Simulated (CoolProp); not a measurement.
A single-stage vapour-compression cycle with tetrahydrofuran: evaporating at 293.15 K (dew point), condensing at 359.15 K (bubble point), superheat 2 K, subcooling 2 K, compressor efficiency 0.65, no pressure losses. Each further row changes one setting.

Computed with CoolProp (reference Helmholtz-energy equation of state, Fiedler 2023).

| case | cooling COP | pressure ratio | discharge temperature (K) | refrigerating effect (kJ/kg) | volumetric capacity (kJ/m³) |
|---|---|---|---|---|---|
| as stated | 2.42 | 10.8 | 406.0 | 334 | 171 |
| evaporating temperature 298.15 K | ? | 8.61 | ? | 339 | 214 |
| condensing temperature 354.15 K | ? | 9.32 | ? | 344 | 176 |
| subcooling 7 K | ? | 10.8 | 406.0 | 344 | 176 |
| superheat 12 K | 2.42 | 10.8 | ? | 345 | 171 |
| compressor efficiency 0.55 | ? | 10.8 | 422.1 | 334 | 171 |

Question: What belongs in the gaps?

Answer: 
- evaporating temperature 298.15 K, cooling COP: 2.70
- evaporating temperature 298.15 K, discharge temperature (K): 401.0
- condensing temperature 354.15 K, cooling COP: 2.67
- condensing temperature 354.15 K, discharge temperature (K): 399.6
- subcooling 7 K, cooling COP: 2.49
- superheat 12 K, discharge temperature (K): 415.7
- compressor efficiency 0.55, cooling COP: 2.05
